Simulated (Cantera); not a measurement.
# Counterflow diffusion flame

A counterflow diffusion flame at 0.710 bar, nozzles 20 mm apart: fuel side 66.2 % CH4, 2.65 % CO, 31.1 % N2 at 450 K, oxidiser side 18.0 % O2, 82.0 % N2 at 350 K, fuel mass flux 0.68 times the oxidiser's; mixture-averaged transport, no radiation.

Cantera simulation using GRI-Mech 3.0 (53 species, 325 reactions); the numbers are that mechanism's predictions, not measurements. GRI-Mech 3.0 has no aromatics or soot, which form on the fuel side of real flames. The maximum strain rate includes the flame's own expansion and is several times the mean. A flux with no burning solution from the previous one only brackets extinction.

```csv
oxidiser flux (kg/m²/s),max strain (1/s),mean strain (1/s),T max (K),peak x OH,peak x H,peak x NO,peak x CO,peak x C2H2
0.18,129,28.9,1855,0.00410,0.00281,0.000104,0.0348,0.00492
0.24,167,38.5,1839,0.00398,0.00286,8.80e-5,0.0351,0.00449
0.33,223,53.0,1819,0.00382,0.00289,6.97e-5,0.0356,0.00399
0.45,297,72.2,1798,0.00362,0.00287,5.21e-5,0.0364,0.00344
0.61,393,97.9,1767,0.00328,0.00273,3.40e-5,0.0372,0.00272
0.83,515,133,1698,0.00251,0.00215,1.27e-5,0.0378,0.00147
```
x: mole fraction; the columns are a selection and need not sum to one.

At the next flux tried, 1.1 kg/m²/s, no burning solution was found from the previous one.
